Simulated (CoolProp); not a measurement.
Saturation properties of R245ca (Tc = 447.6 K, pc = 3.941 MPa, ω = 0.355).

Computed with CoolProp (reference Helmholtz-energy equation of state, Zhou 2016).

| T (K) | p (MPa) | liquid density (kg/m³) | enthalpy of vaporisation (kJ/kg) | liquid cp (kJ/(kg K)) | vapour Z | surface tension (mN/m) |
|---|---|---|---|---|---|---|
| 234.5 | 0.003585 | 1538 | 240.0 | 1.318 | 0.9971 | 24.6 |
| 260.4 | 0.01780 | 1478 | 225.3 | 1.333 | 0.9895 | 21.3 |
| 286.2 | 0.06168 | 1417 | 211.0 | 1.362 | 0.9731 | 17.9 |
| 312.1 | 0.1671 | 1352 | 196.2 | 1.402 | 0.9444 | 14.5 |
| 337.9 | 0.3768 | 1281 | 180.3 | 1.453 | 0.9011 | 11.2 |
| 363.8 | 0.7463 | 1203 | 162.0 | 1.523 | 0.8401 | 8.00 |
| 389.6 | 1.336 | 1111 | 140.1 | 1.634 | 0.7576 | 5.03 |
| 415.4 | 2.226 | 990.8 | 110.7 | 1.883 | 0.6413 | 2.38 |

It boils at 298.4 K under 1 atm.

Surface tension comes from a separate correlation (Mulero 2012).
